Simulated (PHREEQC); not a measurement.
Polishing slurry liquid: speciation

Consider water at 20 °C with 2.2 mmol/kgw KOH, 1.3 mmol/kgw Fe(NO3)3 and 150 mmol/kgw KH2PO4. Closed to the air; pH follows from the charge balance.

Model: ion-association model, wateq4f.dat, run in PHREEQC.

Each row changes one thing in this solution. This is a speciation only: nothing precipitates in the calculation.

```
case                                                  pH  ionic strength (mol/kgw)
--------------------------------------------------  ----  ------------------------
as made                                             4.95                     0.157
Fe(NO3)3 replaced by Ca(NO3)2 at the same molality  5.01                     0.157
diluted 10-fold with water                           ___                       ___
Fe(NO3)3 from 0.0013 to 0.00143 mol/kgw             4.95                       ___
KH2PO4 left out                                      ___                   0.00428
0.0041 mol/kgw CO2 added                            4.92                     0.157
temperature from 20 to 65 °C                         ___                     0.156
```

Question: Fill in the missing entries.

Answer: 
- diluted 10-fold with water, pH: 4.89
- diluted 10-fold with water, ionic strength (mol/kgw): 0.0156
- Fe(NO3)3 from 0.0013 to 0.00143 mol/kgw, ionic strength (mol/kgw): 0.158
- KH2PO4 left out, pH: 4.16
- temperature from 20 to 65 °C, pH: 4.61

Species that the database lacks are ignored. Some of these states are supersaturated (in Strengite, Fe(OH)3(a), Hematite (slow to form), for instance). H3PO4, which wateq4f.dat lacks, is added to it with the constant of phreeqc.dat. Away from 25 °C the constants follow the database's enthalpies or fits; those with neither stay at their 25 °C values.
